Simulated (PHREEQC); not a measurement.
A column of 0.5 m (30 cells, dispersivity 0.04 m, 60 s a shift, diffusion coefficient 3e-10 m²/s) holds 0.085 eq of the database's cation exchanger X per kg of pore water, first in equilibrium with 0.034 mol/kgw NaCl and 1e-05 mol/kgw HCl. It is flushed with 0.073 mol/kgw MgCl2 and 1e-05 mol/kgw HCl, at 25 °C. Values are for the last cell. The system is closed to CO2. No solid was allowed to form.

Equilibrium calculation in PHREEQC: ion-association model, phreeqc.dat.

**Question.** Predict Na in solution (mol/kgw), Cl in solution (mol/kgw) at pore volumes = 0, 0.8167, 1.75, 2.55.

**Answer.** 
```tsv
pore volumes	Na in solution (mol/kgw)	Cl in solution (mol/kgw)
0	0.0340	0.0340
0.8167	0.0754	0.0754
1.75	0.0278	0.141
2.55	0.00279	0.146
```
